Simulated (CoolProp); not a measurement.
Nitrogen along the isobar 3.47 MPa: fugacity coefficient from the reference equation and from simpler models built on Tc = 126.2 K, pc = 3.396 MPa, ω = 0.037; each cubic takes its own stable root.

Computed with CoolProp (reference Helmholtz-energy equation of state, Span 2000).

| T (K) | phase | reference |
|---|---|---|
| 75.6 | liquid | 0.02740 |
| 92.2 | liquid | 0.1297 |
| 108.8 | liquid | 0.3460 |
| 125.3 | liquid | 0.6420 |
| 141.9 | supercritical | 0.7731 |
| 158.5 | supercritical | 0.8411 |
| 175.1 | supercritical | 0.8862 |
| 191.7 | supercritical | 0.9176 |
| 208.3 | supercritical | 0.9402 |
| 224.9 | supercritical | 0.9569 |
| 241.4 | supercritical | 0.9695 |
| 258 | supercritical | 0.9791 |
| 274.6 | supercritical | 0.9866 |
| 291.2 | supercritical | 0.9925 |
| 307.8 | supercritical | 0.9971 |

How far does each simpler model (Redlich-Kwong, Soave-Redlich-Kwong) lie from the reference over these 15 states: mean and median of the absolute difference, and the worst?


- Redlich-Kwong: mean 1.8 %, median 0.7 %, worst -16.0 % at 75.6 K and 3.47 MPa
- Soave-Redlich-Kwong: mean 0.5 %, median 0.5 %, worst +1.4 % at 108.8 K and 3.47 MPa
